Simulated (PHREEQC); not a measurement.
Solution (25 °C): 0.12 mol/kgw KH2PO4, 0.016 mol/kgw K2HPO4 and 0.23 mol/kgw NaCl. Closed to the air; pH follows from the charge balance.

The numbers come from PHREEQC with the ion-association model, phreeqc.dat.

| quantity | before | after |
|---|---|---|
| pH | 5.79 | 5.11 |
| ionic strength (mol/kgw) | 0.393 | 0.359 |
| H2PO4- (mol/kgw) | 0.120 | 0.120 |
| NaHPO4- (mol/kgw) | 0.00146 | 0.000313 |
| KHPO4- (mol/kgw) | 0.000884 | 0.000158 |
| SI of Sylvite (KCl) | -2.72 | -2.78 |
| SI of Halite (NaCl) | -3.17 | -3.16 |

Which change was made?
(A) 0.081 mol/kgw HF added
(B) 0.0042 mol/kgw HCl added
(C) K2HPO4 from 0.016 to 0.0032 mol/kgw
(D) diluted 10-fold with water
(E) K2HPO4 from 0.016 to 0.032 mol/kgw

C, K2HPO4 from 0.016 to 0.0032 mol/kgw

This is a speciation only: nothing precipitates in the calculation.
